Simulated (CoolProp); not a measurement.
Vapour-liquid equilibrium of toluene (1) + ethylbenzene (2) at 1.73 MPa; x and y are mole fractions of (1).

Model: multi-fluid Helmholtz-energy mixture model, Lemmon 2006 and Zhou 2012; pair parameters Bell 2016, in CoolProp.

Question: Give the bubble temperature and the first vapour's composition at x = 0.275, 0.875, 0.95. Is there an azeotrope?

Answer: x = 0.275: 276.1 °C, y = 0.334; x = 0.875: 256.5 °C, y = 0.907; x = 0.95: 254.0 °C, y = 0.964. No azeotrope shows between x = 0.05 and 0.95.

The pair parameters rest on a limited set of measurements; away from them the model extrapolates.
